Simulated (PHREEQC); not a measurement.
0.019 g of hydrous ferric oxide (600 m²/g; 0.2 weak and 0.005 strong sites per Fe, Dzombak-Morel constants, diffuse double layer) in 1 kg of water with 0.01 mol/kgw of an inert sodium salt and 1.7e-06 mol/kgw BaCl2 and 2e-05 mol/kgw ZnCl2, at 25 °C; the pH is set by adding NaOH or the inert anion's acid. Oxygen is held at 0.21 atm. CO2 from the air is kept out. Precipitation was switched off in this run.

The series has 17 steps of pH, from 3 to 11.

Model: ion-association model, wateq4f.dat, run in PHREEQC.

### Question
Near which pH is half of the Ba sorbed, and on which side is more sorbed?

### Answer
Near pH 10.8, with more sorbed at higher pH.

### Question
Near which pH is half of the Zn sorbed, and on which side is more sorbed?

### Answer
Near pH 7.7, with more sorbed at higher pH.

### Question
At which pH does the surface charge pass through zero?

### Answer
Near pH 9.2.

The oxide is taken as insoluble; below pH 4 it would dissolve.
